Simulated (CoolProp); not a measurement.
A single-stage vapour-compression cycle with the fluid: evaporating at 302.15 K (dew point), condensing at 347.15 K (bubble point), superheat 8 K, subcooling 0 K, compressor efficiency 0.85, no pressure losses. The same conditions are run with several fluids, on thermodynamics alone (safety and materials aside).

Model: reference Helmholtz-energy equation of state of each fluid (1,2-dichloroethane: Thol 2015; isobutane: Bücker 2006; R134a: Tillner-Roth 1994; n-perfluorohexane: Gao 2022; R1336mzz(Z): McLinden 2020; n-pentane: Thol 2019), in CoolProp.

### Question
Rank 1,2-dichloroethane, isobutane, R134a, n-perfluorohexane, R1336mzz(Z), n-pentane by cooling COP, highest first.

### Answer
1,2-dichloroethane (5.11), n-pentane (4.66), R1336mzz(Z) (4.50), isobutane (4.29), R134a (3.94), n-perfluorohexane (3.75)

```json
[
 {"fluid": "1,2-dichloroethane", "pressure ratio": "5.87", "discharge temperature (K)": "379.1", "refrigerating effect (kJ/kg)": "300", "volumetric capacity (kJ/m³)": "147"},
 {"fluid": "isobutane", "pressure ratio": "3.01", "discharge temperature (K)": "351.0", "refrigerating effect (kJ/kg)": "220", "volumetric capacity (kJ/m³)": "2170"},
 {"fluid": "R134a", "pressure ratio": "3.09", "discharge temperature (K)": "361.8", "refrigerating effect (kJ/kg)": "111", "volumetric capacity (kJ/m³)": "3860"},
 {"fluid": "n-perfluorohexane", "pressure ratio": "4.97", "discharge temperature (K)": "347.2", "refrigerating effect (kJ/kg)": "49.7", "volumetric capacity (kJ/m³)": "234"},
 {"fluid": "R1336mzz(Z)", "pressure ratio": "4.26", "discharge temperature (K)": "347.2", "refrigerating effect (kJ/kg)": "116", "volumetric capacity (kJ/m³)": "662"},
 {"fluid": "n-pentane", "pressure ratio": "3.99", "discharge temperature (K)": "347.1", "refrigerating effect (kJ/kg)": "267", "volumetric capacity (kJ/m³)": "611"}
]
```

The compression ends wet for: n-perfluorohexane; R1336mzz(Z); n-pentane.
